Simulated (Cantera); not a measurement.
Input (Python, Cantera):

```python
import numpy as np
import cantera as ct

surf = ct.Interface("diamond.yaml", "diamond_100")
gas, bulk = surf.adjacent["gas"], surf.adjacent["diamond"]
k = surf.kinetics_species_index(bulk.species_names[0])
cover = ["c6HH", "c6H*", "c6*H", "c6**", "c6HM", "c6B"]

rows, drift = [], 0.0
print(f"{'xCH3':>10s}{'um/h':>11s}" + "".join(f"{s:>11s}" for s in cover))
for v in [1e-06, 2.6e-06, 6.9e-06, 1.8e-05, 4.8e-05, 0.00013, 0.00033, 0.00088, 0.0023]:
    T, P, xH, xCH3 = 900, 6300, 0.017, v
    gas.TPX = T, P, {"H": xH, "CH3": xCH3, "CH4": 0.01, "H2": 1 - xH - xCH3 - 0.01}
    surf.TP = bulk.TP = T, P
    surf.coverages = "c6H*:0.1, c6HH:0.9"
    surf.advance_coverages(100.0)
    before = surf.coverages
    surf.advance_coverages(100.0)
    drift = max(drift, np.max(np.abs(surf.coverages - before) / (surf.coverages + 1e-9)))
    rate = surf.net_production_rates[k] * bulk.mean_molecular_weight / bulk.density * 3.6e9
    rows.append([rate, *surf[cover].coverages])
    print(f"{v:10.4g}{rate:11.4e}" + "".join(f"{x:11.3e}" for x in rows[-1][1:]))
```

It prints:

```
      xCH3       um/h       c6HH       c6H*       c6*H       c6**       c6HM        c6B
     1e-06 1.9832e-02  6.919e-01  1.066e-02  2.929e-01  4.423e-03  4.983e-05  5.382e-11
   2.6e-06 5.1558e-02  6.919e-01  1.066e-02  2.929e-01  4.422e-03  1.295e-04  1.399e-10
   6.9e-06 1.3679e-01  6.917e-01  1.066e-02  2.928e-01  4.421e-03  3.437e-04  3.712e-10
   1.8e-05 3.5657e-01  6.912e-01  1.065e-02  2.926e-01  4.417e-03  8.958e-04  9.676e-10
   4.8e-05 9.4896e-01  6.899e-01  1.063e-02  2.921e-01  4.407e-03  2.384e-03  2.575e-09
   0.00013 2.5561e+00  6.865e-01  1.058e-02  2.906e-01  4.379e-03  6.422e-03  6.936e-09
   0.00033 6.4034e+00  6.782e-01  1.045e-02  2.870e-01  4.312e-03  1.609e-02  1.738e-08
   0.00088 1.6481e+01  6.566e-01  1.011e-02  2.777e-01  4.139e-03  4.141e-02  4.472e-08
    0.0023 3.9526e+01  6.071e-01  9.330e-03  2.563e-01  3.743e-03  9.933e-02  1.073e-07
```

Computed with Cantera and the Harris–Goodwin 1993 mechanism for the reconstructed diamond (100) surface.
